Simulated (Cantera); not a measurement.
An isothermal, constant-pressure homogeneous reactor starts with C2H6 : N2 = 1 : 13 (molar parts), at 1800 K and 0.0200 bar. Integrator tolerance rtol = 1e-08.

Model: GRI-Mech 3.0 (53 species, 325 reactions), integrated in Cantera. GRI-Mech 3.0 stops at C3 and has no aromatics, soot or wall deposition, so with more carbon than oxygen in the feed, carbon stays in small species such as C2H2 where larger ones or solid carbon would form. Radical loss at walls, strong at low pressure, is not modelled.

```tsv
quantity	before	after
x(C2H6) at 10.0 s	2.38e-11 (gas-phase equilibrium 4.13e-12)	<1e-12 (gas-phase equilibrium <1e-12)
x(C2H2) at 10.0 s	0.0624 (gas-phase equilibrium 0.0222)	0.0132 (gas-phase equilibrium 0.00154)
x(C2H) at 10.0 s	3.94e-6 (gas-phase equilibrium 1.40e-6)	1.77e-6 (gas-phase equilibrium 2.11e-7)
x(C2H4) at 10.0 s	3.61e-6 (gas-phase equilibrium 1.28e-6)	1.62e-7 (gas-phase equilibrium 1.88e-8)
x(CH4) at 10.0 s	2.01e-5 (gas-phase equilibrium 7.55e-6)	6.27e-7 (gas-phase equilibrium 1.94e-7)
```

### Question
Which change was made?
A) C2H6 1 to 0.18 parts
B) pressure from 0.0200 bar to 0.133 bar
C) temperature 1800 to 1275 K
D) temperature 1800 to 1150 K

### Answer
A, C2H6 1 to 0.18 parts
